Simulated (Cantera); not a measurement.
Charge: 1 mol (CH3)2SiCl2, 0.0072 mol C3H8, 1.4 mol H2, held at 0.430 bar.

Cantera equilibrium calculation (NASA polynomials, part measured and part estimated; ideal gas, pure solids and liquids). Candidate condensed phases: C, C6H6, C7H8, C8H18, Si, SiC; 109 gas species. The feed counts by its element totals alone. Kinetics and transport are ignored.

Over these rows the condensed part is C(graphite) + SiC(s). Partial pressures as log10 of bar:

| T (K) | 1000/T (1/K) | log p SiHCl3 | log p H2 | log p HCl |
|---|---|---|---|---|
| 1325 | 0.7547 | -2.93 | -0.52 | -0.92 |
| 1475 | 0.6780 | -3.25 | -0.55 | -0.85 |
| 1625 | 0.6154 | -3.64 | -0.55 | -0.84 |
| 1775 | 0.5634 | ? | -0.55 | -0.84 |
| 1925 | 0.5195 | -4.37 | -0.55 | -0.85 |
| 2075 | 0.4819 | -4.69 | -0.55 | -0.87 |

Task: Fit log p(SiHCl3) = a + b·(1000/T) to the five rows, give the apparent enthalpy, and predict the row at 1775 K.

Result: Means: 1000/T = 0.6099, log p = -3.776. Sxy = 0.329759, Sxx = 0.0501911, so b = 6.57 and a = -3.776 − (6.57)×0.6099 = -7.78.
Apparent enthalpy: −19.145 × (6.57) = -126 kJ/mol. With the condensed phases at unit activity, SiC(s) + 3 HCl(g) = SiHCl3(g) + C(graphite) + H2(g) links this pressure to the main gases: over the six rows their terms move log p by +0.18 in all, so the slope isn't that reaction's ΔH° alone. The five rows lie within 0.11 of the line; that is curvature, so one enthalpy describes this range poorly.
Prediction at 1775 K: -7.78 + (6.57)×0.5634 = -4.08. The computed value is -4.02, 0.06 from the line.
